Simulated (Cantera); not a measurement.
A jet of CH₄ : O₂ : N₂ = 0.046 : 0.2 : 0.79 (molar parts) at 300 K and 27.8 Torr hits a platinum plate 6.3 cm away at a mass flux of 0.036 kg/m²/s; the plate temperature is set and raised in steps from an oxygen-covered start.

Model: Deutschmann's 1995 Pt surface mechanism with GRI-Mech 3.0 gas chemistry, integrated in Cantera. Catalytic surfaces can have several steady states; this one follows from the mechanism file's or the stated starting coverage.

x: mole fraction at the wall; θ: surface coverage.

```csv
plate T (K),wall x CH₄,wall x O₂,wall x H₂O,wall x OH,wall x CO,wall x CO₂,θ free Pt,θ O*
950,0.0258,0.153,0.0349,1.46e-7,1.46e-5,0.0228,0.298,0.701
1000,0.0205,0.142,0.0447,4.12e-7,1.58e-5,0.0293,0.372,0.627
1050,___,0.133,___,___,1.69e-5,___,___,___
1100,0.0133,0.127,0.0577,2.24e-6,1.84e-5,0.0380,0.515,0.484
1150,___,0.122,0.0616,___,___,0.0407,___,___
1200,0.00954,0.119,0.0641,8.48e-6,2.31e-5,0.0425,0.643,0.357
1250,0.00833,0.117,0.0661,1.49e-5,2.66e-5,0.0437,0.698,0.301
```

### Question
What belongs in the gaps?

### Answer

- 1050, wall x CH₄: 0.0163
- 1050, wall x H₂O: 0.0522
- 1050, wall x OH: 1.01e-6
- 1050, wall x CO₂: 0.0344
- 1050, θ free Pt: 0.445
- 1050, θ O*: 0.554
- 1150, wall x CH₄: 0.0111
- 1150, wall x OH: 4.53e-6
- 1150, wall x CO: 2.02e-5
- 1150, θ free Pt: 0.582
- 1150, θ O*: 0.418
